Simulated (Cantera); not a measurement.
## Silicon oxide and oxynitride deposition: Si2H6 + O2 + H2

Charge: 1 mol Si2H6, 4.9 mol O2, 75 mol H2, equilibrated at 2.25 Torr.

Cantera equilibrium calculation (NASA polynomials, part measured and part estimated; ideal gas, pure solids and liquids). Candidate condensed phases: H2O, Si, SiO2; 18 gas species. The feed counts by its element totals alone. The tables hold silica as quartz up to 1696 K and as liquid above; real silica turns to tridymite and cristobalite and melts near 1996 K. The numbers say what is thermodynamically allowed, not how fast it happens.

```csv
T (K),x H2,x H2O,x H,x SiO,n SiO2(β-quartz),n SiO2(condensed)
873,0.926,0.0744,8.22e-10,<1e-12,2.00,0
948,0.926,0.0744,9.21e-9,<1e-12,2.00,0
1023,0.926,0.0744,7.27e-8,<1e-12,2.00,0
1098,0.926,0.0744,4.34e-7,<1e-12,2.00,0
1173,0.926,0.0744,2.07e-6,3.65e-11,2.00,0
1248,0.926,0.0744,8.20e-6,1.06e-9,2.00,0
1323,0.926,0.0744,2.79e-5,2.10e-8,2.00,0
1398,0.926,0.0744,8.31e-5,2.98e-7,2.00,0
1473,0.925,0.0744,0.000222,3.21e-6,2.00,0
1548,0.925,0.0744,0.000541,2.73e-5,2.00,0
1623,0.924,0.0745,0.00121,0.000188,1.99,0
1698,0.921,0.0753,0.00253,0.00108,0,1.92
```
x: gas mole fraction; n: condensed amount in mol.

From 873 K to 1623 K the condensed part is SiO2(β-quartz). At 1698 K the condensed part is SiO2(condensed).
